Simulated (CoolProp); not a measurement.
A closed Brayton cycle with carbon dioxide: compressor inlet 319.15 K and 9.3 MPa, high pressure 24 MPa, turbine inlet 800 K, compressor efficiency 0.89, turbine efficiency 0.9, recuperator effectiveness 0.8 (on enthalpy, no pinch check). Each further row changes one setting.

Computed with CoolProp (reference Helmholtz-energy equation of state, Span 1996).

```csv
case,thermal efficiency (%),net work (kJ/kg),compressor to turbine work,compressor exit (K),turbine exit (K)
as stated,29.3,85.3,0.29,378.7,688.1
turbine inlet 750 K,28.2,[?],0.32,378.7,[?]
compressor inlet 329.15 K,28.4,[?],[?],[?],688.1
high pressure 20.4 MPa,27.0,[?],0.27,368.4,[?]
recuperator effectiveness 0.5,21.3,85.3,0.29,378.7,688.1
```

Problem. Complete the blanks.

Solution. 
- turbine inlet 750 K, net work (kJ/kg): 76.5
- turbine inlet 750 K, turbine exit (K): 642.2
- compressor inlet 329.15 K, net work (kJ/kg): 75.8
- compressor inlet 329.15 K, compressor to turbine work: 0.37
- compressor inlet 329.15 K, compressor exit (K): 403.8
- high pressure 20.4 MPa, net work (kJ/kg): 73.5
- high pressure 20.4 MPa, turbine exit (K): 706.9
